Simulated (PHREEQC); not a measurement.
A solution holds 2.5 mmol/kgw HF and 180 mmol/kgw (CH3)4NF, at 25 °C. Closed to the air; pH follows from the charge balance.

The numbers come from PHREEQC with the ion-association model, phreeqc.dat.

No solid was allowed to form.

### Question
Predict the pH, activity of water.

### Answer
pH 5.09; activity of water 0.994.

### Question
In which forms is F present?

### Answer
F- 98 %, HF2- 1.1 %, HF 0.8 % of the F.

Species that the database lacks are ignored. (CH3)4N+ isn't in the database: it is added as a free cation with an ion size of 4 Å.
